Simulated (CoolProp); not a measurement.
Aqueous sodium chloride as a coolant, 21 % by mass, freezing at -17.7 °C, 1 atm.

Model: Melinder's fits for secondary coolants, in CoolProp.

```tsv
T (°C)	viscosity (mPa s)	density (kg/m³)	conductivity (W/(m K))	cp (kJ/(kg K))
-9.8	[?]	[?]	0.532	[?]
-3.8	3.17	1166	0.541	[?]
2.1	2.60	[?]	0.550	3.362
8.1	2.16	1161	0.559	3.371
14	1.84	1159	0.568	3.378
20	1.58	1156	0.577	3.385
26	1.38	1153	0.586	3.390
31.9	1.23	1150	0.595	3.394
```

Question: Some entries are withheld; supply them.

Answer: 
- -9.8, viscosity (mPa s): 3.94
- -9.8, density (kg/m³): 1169
- -9.8, cp (kJ/(kg K)): 3.341
- -3.8, cp (kJ/(kg K)): 3.352
- 2.1, density (kg/m³): 1164
